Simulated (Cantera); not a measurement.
A closed system holds: 1 mol SiH2Cl2, 0.21 mol CH4, 170 mol H2, equilibrated at 2252 °C and 1000 Pa.

Method: chemical equilibrium by Gibbs-energy minimisation in Cantera with the NASA 1993 tables (ideal gas, pure condensed phases). Candidate condensed phases: C, C6H6, C7H8, C8H18, Si, SiC; 109 gas species. The tables' values for SiCl are old estimates; treat these amounts as uncertain. Equilibrium is a limit: real reactors are often held back by kinetics, nucleation or transport.

Task: What is the equilibrium state?

Result: 
| Quantity | Value |
|---|---|
| x(H2) | 0.743 |
| x(H) | 0.242 |
| x(HCl) | 0.00822 |
| x(Si) | 0.00485 |
| x(Cl) | 0.00189 |
| x(C2H2 (acetylene)) | 0.000444 |
| x(SiH) | 0.000106 |
| x(SiC2) | 6.73e-5 |
| x(SiCl) | 1.84e-5 |
| gas amount | 197.4 mol |
| log10 activity of C(graphite) (absent) | -0.65 |
| log10 activity of Si(l) (absent) | -2.07 |
